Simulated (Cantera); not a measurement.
What does this Cantera script print?

```python
import numpy as np
import cantera as ct

gas_names = """
    H HO2 H2 H2O H2O2 Mg MgH MgO MgOH MgO2H2 Mg2 O OH O2 O3
""".split()
cond_names = """
    H2O(s) H2O(L) Mg(cr) Mg(L) MgO(s) MgO(L) MgO2H2(s)
""".split()


# ... load() reads the species with a 1 bar reference pressure and builds the phases ...
atoms = {
    'Mg(OH)2': {'Mg': 1, 'O': 2, 'H': 2},
    'H2O': {'H': 2, 'O': 1},
}
top_T = {}  # K; cautious upper limits of use, not melting points


# ... equilibrate(T, P, feed) seeds the gas with the atoms and calls Mixture.equilibrate('TP', solver="vcs", rtol=1e-11, max_steps=5000) ...
results = []
feed = {'Mg(OH)2': 1, 'H2O': 2.7}  # mol
P = 570  # Pa
for T in [1300, 1375, 1450, 1525, 1600, 1675, 1750, 1825, 1900, 1975]:
    mix = equilibrate(T, P, feed)
    results.append((T, P, feed, dict(zip(mix.species_names, mix.species_moles))))

top = {s: max(r[3][s] / sum(r[3][g] for g in gas_names) for r in results) for s in gas_names}
cols = sorted((s for s in top if top[s] > 0.0001), key=lambda s: -top[s])[:5]
seen = [c for c in cond_names if any(r[3].get(c, 0) > 1e-12 for r in results)]
print("log10 of partial pressures in bar; condensed amounts in mol")
print(f"{'T/K':>10s}" + "".join(f"{s[:9]:>10s}" for s in cols + seen))
for T, P, feed, n in results:
    ng = sum(n[g] for g in gas_names)
    print(f"{T:10.4g}" + "".join(f"{np.log10(max(n[s] / ng * P / 1e5, 1e-99)):10.3f}" for s in cols)
          + "".join(f"{n.get(c, 0):10.4g}" for c in seen))
```

It prints:

```
log10 of partial pressures in bar; condensed amounts in mol
       T/K       H2O        H2        O2        OH         H    MgO(s)
      1300    -2.244    -6.095    -6.421    -7.037    -9.004         1
      1375    -2.244    -5.729    -6.060    -6.590    -8.329         1
      1450    -2.245    -5.400    -5.737    -6.189    -7.724         1
      1525    -2.245    -5.103    -5.445    -5.828    -7.177         1
      1600    -2.246    -4.833    -5.182    -5.501    -6.681         1
      1675    -2.248    -4.588    -4.942    -5.204    -6.229         1
      1750    -2.250    -4.365    -4.724    -4.933    -5.816         1
      1825    -2.254    -4.160    -4.524    -4.685    -5.436         1
      1900    -2.259    -3.974    -4.342    -4.458    -5.087    0.9999
      1975    -2.268    -3.803    -4.175    -4.251    -4.765    0.9996
```

These are equilibrium values from Cantera (NASA tables, ideal gas, pure condensed phases), not measurements of a reactor.
